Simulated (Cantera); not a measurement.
An adiabatic, constant-pressure homogeneous reactor starts with CH4 : O2 : N2 = 1 : 1.67 : 16.7 (molar parts), equivalence ratio 1.2, at 1475 K and 7.40 bar. Integrator tolerance rtol = 1e-08.

Detailed kinetics in Cantera: GRI-Mech 3.0 (53 species, 325 reactions).

Task: What does this change do: initial temperature 1475 to 1650 K?

Result: 
| quantity | before | after |
|---|---|---|
| time of steepest temperature rise | 0.915 ms | 0.162 ms |
| temperature at 0.200 s | 2309 K | 2463 K |
| equilibrium temperature | 2309 K | 2463 K |
| x(CH4) at 0.200 s | <1e-12 (gas-phase equilibrium <1e-12) | <1e-12 (gas-phase equilibrium <1e-12) |
| x(O2) at 0.200 s | 3.63e-5 (gas-phase equilibrium 3.63e-5) | 0.000185 (gas-phase equilibrium 0.000185) |
| x(NO2) at 0.200 s | 8.62e-9 (gas-phase equilibrium 8.62e-9) | 4.94e-8 (gas-phase equilibrium 4.94e-8) |
| x(CH2) at 0.200 s | <1e-12 (gas-phase equilibrium <1e-12) | <1e-12 (gas-phase equilibrium <1e-12) |
| x(H) at 0.200 s | 0.000412 (gas-phase equilibrium 0.000412) | 0.000860 (gas-phase equilibrium 0.000860) |
